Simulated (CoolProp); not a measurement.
R404A along the isobar 1.2 MPa: density (kg/m³) from the reference equation and from simpler models built on Tc = 72.1 °C, pc = 3.735 MPa, ω = 0.293; each cubic takes its own stable root.

Values from CoolProp's reference Helmholtz-energy equation of state, Lemmon 2003. It is a pseudo-pure fit of the blend.

```csv
T (°C),phase,reference
-7.05,liquid,1180
6.65,liquid,1127
47.65,gas,52.99
61.35,gas,49.19
75.05,gas,46.10
88.75,gas,43.50
102.35,gas,41.27
116.05,gas,39.31
129.75,gas,37.57
143.45,gas,36.01
157.15,gas,34.59
170.85,gas,33.30
184.45,gas,32.13
198.15,gas,31.04
```

Q: How far does each simpler model (van der Waals, Redlich-Kwong, Soave-Redlich-Kwong) lie from the reference over these 14 states: mean and median of the absolute difference, and the worst?

A: 
- van der Waals: mean 14.6 %, median 0.8 %, worst -94.5 % at 6.65 °C and 1.2 MPa
- Redlich-Kwong: mean 3.2 %, median 0.5 %, worst -19.0 % at 6.65 °C and 1.2 MPa
- Soave-Redlich-Kwong: mean 2.6 %, median 0.6 %, worst -14.2 % at 6.65 °C and 1.2 MPa

At some of these states van der Waals gives the other phase, because its saturation line lies elsewhere.
